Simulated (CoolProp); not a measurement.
Model: reference Helmholtz-energy equation of state, Schmidt 1985, in CoolProp.

Q: Give the vapour pressure (MPa), liquid density (kg/m³), liquid viscosity (µPa s), liquid conductivity (mW/(m K)) of saturated oxygen at 71.3, 92.8 K.

A: 
```
T (K)  p (MPa)  liquid density (kg/m³)  liquid viscosity (µPa s)  liquid conductivity (mW/(m K))
-----  -------  ----------------------  ------------------------  ------------------------------
71.3   0.00789                    1230                       354                             178
92.8     0.132                    1130                       182                             147
```

Viscosity comes from a separate model (Lemmon 2004). Thermal conductivity comes from a separate model (Lemmon 2004).
